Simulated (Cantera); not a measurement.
Feed: 1 mol MgO, 1.4 mol HI, 1.3 mol H2O, held at 1100 °C and 1 atm.

Method: chemical equilibrium by Gibbs-energy minimisation in Cantera with the NASA 1993 tables (ideal gas, pure condensed phases). Candidate condensed phases: H2O, I2, Mg, MgI2, MgO, Mg(OH)2; 20 gas species. The numbers say what is thermodynamically allowed, not how fast it happens.

Base state: H2O 0.450, HI 0.272, I 0.134, H2 0.105, I2 0.0381, MgI2 0.000589 (mole fractions); condensed: MgO(s).

**Question.** What changes in the equilibrium state with this change: pressure from 1 atm to 0.100 bar?

**Answer.** 
| species | before | after |
|---|---|---|
| H2O | 0.450 | 0.422 |
| I | 0.134 | 0.248 |
| HI | 0.272 | 0.180 |
| H2 | 0.105 | 0.137 |
| I2 | 0.0381 | 0.0128 |
| MgI2 | 0.000589 | 0.000275 |
| MgO(s), mol | 0.998 | 0.999 |

**Question.** What changes in the equilibrium state with this change: temperature from 1100 °C to 1375 °C?

**Answer.** 
```tsv
species	before	after
H2O	0.450	0.423
I	0.134	0.252
HI	0.272	0.170
H2	0.105	0.140
I2	0.0381	0.0138
MgI2	0.000589	0.00169
H	1.08e-6	3.31e-5
MgO(s), mol	0.998	0.995
```

**Question.** What changes in the equilibrium state with this change: pressure from 1 atm to 6.80 bar?

**Answer.** 
| species | before | after |
|---|---|---|
| H2O | 0.450 | 0.467 |
| HI | 0.272 | 0.317 |
| H2 | 0.105 | 0.0916 |
| I | 0.134 | 0.0647 |
| I2 | 0.0381 | 0.0593 |
| MgI2 | 0.000589 | 0.000770 |
| MgO(s), mol | 0.998 | 0.998 |
